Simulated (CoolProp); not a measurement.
Isobutane along the isotherm 575 K: density (kg/m³) from the reference equation and from simpler models built on Tc = 407.8 K, pc = 3.629 MPa, ω = 0.184; each cubic takes its own stable root.

Computed with CoolProp (reference Helmholtz-energy equation of state, Bücker 2006).

```csv
p (MPa),phase,reference,ideal gas,Redlich-Kwong,Soave-Redlich-Kwong,Peng-Robinson
0.0287,gas,0.3492,0.3489,0.3492,0.3492,0.3493
0.0447,gas,0.5441,0.5434,0.5442,0.5441,0.5443
0.0696,gas,0.8478,0.8462,0.8481,0.8477,0.8481
0.108,gas,1.317,1.313,1.318,1.317,1.318
0.169,gas,2.065,2.055,2.066,2.064,2.066
0.263,gas,3.222,3.197,3.225,3.220,3.226
0.409,gas,5.031,4.972,5.040,5.027,5.041
0.637,gas,7.888,7.744,7.910,7.877,7.912
0.991,gas,12.40,12.05,12.45,12.37,12.46
1.54,gas,19.58,18.72,19.72,19.50,19.71
2.4,gas,31.29,29.18,31.66,31.09,31.61
3.74,supercritical,50.71,45.47,51.69,50.11,51.39
5.83,supercritical,83.85,70.88,86.41,81.88,84.95
9.07,supercritical,140.2,110.3,145.6,133.6,140.4
```
